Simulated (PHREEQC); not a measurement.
Synthetic water in mmol/kgw, 61 °C, pH 3.02: Na 54.5; K 0.0829; Ca 8.54; Mg 5.1; Cl 50.5; S(6) 45.5; Si 0.158.

Valence states are taken as typed.

Equilibrium calculation in PHREEQC: Pitzer model, pitzer.dat.

No solid was allowed to form.

**Question.** Estimate the specific conductance, charge-balance error.

**Answer.** specific conductance 21100 µS/cm; charge-balance error -24.8 %.

**Question.** In which forms is S present?

**Answer.** SO4-2 93 %, HSO4- 7.4 % of the S.

At this temperature some constants are extrapolated from 25 °C, and those without enthalpy data are left unchanged.
